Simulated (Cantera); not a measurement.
## Ignition delay

Mixture: 44.4 % H2, 11.7 % O2, 43.9 % N2, equivalence ratio 1.9, at 975 Torr, adiabatic and at constant volume. Ignition delay is the time to a rise of 400 K.

Cantera simulation using GRI-Mech 3.0 (53 species, 325 reactions); the numbers are that mechanism's predictions, not measurements. Below about 950 K walls govern HO2 and H2O2 in real vessels. Where the delays flatten at high temperature, the 400 K rule measures the pace of heat release, not the induction time.

```
T0 (K)  delay (ms)
------  ----------
875            481
925           71.8
975           4.43
1025         0.242
1075         0.106
1125        0.0653
1175        0.0453
1225        0.0337
1275        0.0261
1325        0.0210
```

```yaml
apparent activation energy between 1225 and 1325 K: 64 kJ/mol
```
